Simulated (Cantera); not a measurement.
# Fluorocarbon and chlorocarbon gases: CH2F2 + H2

Input: 1 mol CH2F2, 0.068 mol H2, equilibrated at 1975 °C and 2.80 Pa.

Cantera equilibrium calculation (NASA polynomials, part measured and part estimated; ideal gas, pure solids and liquids). Candidate condensed phases: C, C6H6, C7H8, C8H18; 95 gas species. Kinetics and transport are ignored.

```
Item                Value
--------------  ---------
x(HF)               0.895
x(H)               0.0785
x(F)               0.0222
x(H2)             0.00319
x(CF)            0.000304
x(C3)            0.000224
x(C)             0.000126
x(C2)             1.97e-5
x(CF2)            1.11e-5
n(C(graphite))  0.997 mol
gas amount      2.179 mol
```
